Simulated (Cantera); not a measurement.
Input: 1 mol Cr, 4.6 mol N2O, 70 mol N2, held at 2.25 Torr.

Method: chemical equilibrium by Gibbs-energy minimisation in Cantera with the NASA 1993 tables (ideal gas, pure condensed phases). Candidate condensed phases: Cr, CrN, Cr2N, Cr2O3; 14 gas species. Kinetics and transport are ignored.

x: gas mole fraction; n: condensed amount in mol.

```csv
T (°C),x N2,x O2,x NO,x O,x CrO2,x CrO,n Cr2O3(s)
502,0.980,0.0204,4.47e-7,<1e-12,<1e-12,<1e-12,0.500
602,0.980,0.0204,2.26e-6,5.35e-12,<1e-12,<1e-12,0.500
702,0.980,0.0204,8.19e-6,1.88e-10,<1e-12,<1e-12,0.500
802,0.980,0.0203,2.34e-5,3.42e-9,<1e-12,<1e-12,0.500
902,0.980,0.0203,5.58e-5,3.80e-8,[?],<1e-12,0.500
1002,0.980,0.0203,0.000116,2.90e-7,[?],<1e-12,0.500
1102,0.980,0.0202,0.000217,1.65e-6,[?],<1e-12,0.500
1202,0.979,0.0202,0.000373,7.44e-6,[?],1.48e-11,0.500
1302,0.979,0.0200,0.000598,2.77e-5,[?],6.60e-10,0.500
1402,0.979,0.0199,0.000903,8.79e-5,[?],1.86e-8,0.500
1502,0.979,0.0196,0.00130,0.000245,[?],3.57e-7,0.499
1602,0.978,0.0191,0.00178,0.000607,[?],4.98e-6,0.494
1702,0.977,0.0183,0.00235,0.00136,[?],5.31e-5,0.475
1802,0.975,0.0170,0.00295,0.00277,[?],0.000453,0.393
```

Task: What belongs in the gaps?

Result: 
- 902, x CrO2: 2.01e-12
- 1002, x CrO2: 9.21e-11
- 1102, x CrO2: 2.39e-9
- 1202, x CrO2: 3.94e-8
- 1302, x CrO2: 4.51e-7
- 1402, x CrO2: 3.82e-6
- 1502, x CrO2: 2.52e-5
- 1602, x CrO2: 0.000135
- 1702, x CrO2: 0.000600
- 1802, x CrO2: 0.00228
